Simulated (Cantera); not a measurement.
What does this Cantera script print?

```python
import numpy as np
import cantera as ct

gas = ct.Solution("h2o2.yaml")
gas.TPX = 325, 11000, {'H2': 1, 'O2': 0.641, 'N2': 2.41}
flame = ct.FreeFlame(gas, width=0.19)
flame.set_refine_criteria(ratio=3, slope=0.08, curve=0.16)
flame.transport_model = "mixture-averaged"
flame.solve(loglevel=0, auto=True)
flame.transport_model = "multicomponent"
flame.soret_enabled = False
flame.solve(loglevel=0, refine_grid=True)
z, T = flame.grid, flame.T
thick = (T[-1] - T[0]) / np.gradient(T, z).max()
show = ['H2', 'O2', 'HO2', 'O', 'OH', 'H2O']
print(f"laminar burning velocity  {flame.velocity[0] * 100:.3f} cm/s")
print(f"burnt temperature         {T[-1]:.1f} K")
print(f"thermal thickness         {thick * 1e3:.4f} mm")
print(f"grid points               {len(z)}")
z0 = z[flame.heat_release_rate.argmax()]
print(f"{'z/mm':>9s}{'T/K':>9s}{'u/(m/s)':>9s}" + "".join(f"{s:>11s}" for s in show))
rows = []
for k in (-3, -2, -1.5, -1, -0.5, -0.25, 0, 0.25, 0.5, 1, 2, 4, 8):
    zz = z0 + k * thick
    rows.append([k * thick, np.interp(zz, z, T), np.interp(zz, z, flame.velocity),
                 *(np.interp(zz, z, flame.X[gas.species_index(s)]) for s in show)])
    print(f"{rows[-1][0] * 1e3:9.3f}{rows[-1][1]:9.1f}{rows[-1][2]:9.3f}" + "".join(f"{x:11.3e}" for x in rows[-1][3:]))
```

It prints:

```
laminar burning velocity  171.037 cm/s
burnt temperature         2125.9 K
thermal thickness         6.4553 mm
grid points               125
     z/mm      T/K  u/(m/s)         H2         O2        HO2          O         OH        H2O
  -19.366    325.0    1.710  2.469e-01  1.582e-01  3.180e-15  9.128e-16  1.411e-18  8.927e-15
  -12.911    325.0    1.710  2.469e-01  1.582e-01  1.173e-13  3.856e-14  8.471e-17  5.068e-13
   -9.683    325.0    1.710  2.469e-01  1.582e-01  9.008e-12  1.532e-12  3.529e-15  3.364e-11
   -6.455    325.0    1.710  2.468e-01  1.582e-01  2.948e-09  1.799e-10  2.738e-12  8.559e-09
   -3.228    329.3    1.727  2.441e-01  1.587e-01  2.867e-05  4.074e-07  3.481e-06  9.189e-05
   -1.614    561.4    2.872  2.103e-01  1.546e-01  6.045e-05  9.149e-05  6.756e-04  1.784e-02
    0.000    996.6    4.926  1.089e-01  1.182e-01  1.803e-05  4.347e-03  1.757e-03  1.017e-01
    1.614   1275.3    6.245  3.492e-02  6.654e-02  8.299e-06  1.194e-02  5.728e-03  1.915e-01
    3.228   1403.3    6.836  2.527e-02  5.576e-02  5.921e-06  1.325e-02  7.945e-03  2.099e-01
    6.455   1539.4    7.439  2.430e-02  5.190e-02  4.511e-06  1.240e-02  1.019e-02  2.187e-01
   12.911   1682.0    8.052  2.234e-02  4.853e-02  3.381e-06  1.048e-02  1.210e-02  2.286e-01
   25.821   1816.6    8.612  1.867e-02  4.546e-02  2.466e-06  8.002e-03  1.305e-02  2.396e-01
   51.642   1938.4    9.106  1.374e-02  4.280e-02  1.725e-06  5.377e-03  1.268e-02  2.511e-01
```

Cantera simulation using the H2/O2 subset of GRI-Mech 3.0, which has no nitrogen chemistry; the numbers are that mechanism's predictions, not measurements. Burning velocities carry a grid error of a few per cent, more on coarse grids.
